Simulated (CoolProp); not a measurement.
Vapour-liquid equilibrium of cyclohexane (1) + n-nonane (2) at 132.15 °C; x and y are mole fractions of (1).

The numbers come from the multi-fluid Helmholtz-energy mixture model, Zhou 2014 and Lemmon 2006; pair parameters Bell 2016 in CoolProp.

Question: Give the bubble pressure and the first vapour's composition at x = 0.05, 0.15, 0.55. Is there an azeotrope?

Answer: x = 0.05: 75.96 kPa, y = 0.238; x = 0.15: 105.9 kPa, y = 0.501; x = 0.55: 225.6 kPa, y = 0.866. No azeotrope shows between x = 0.05 and 0.95.

Pair parameters are fitted to limited data, so mixtures are less certain than the pure fluids.
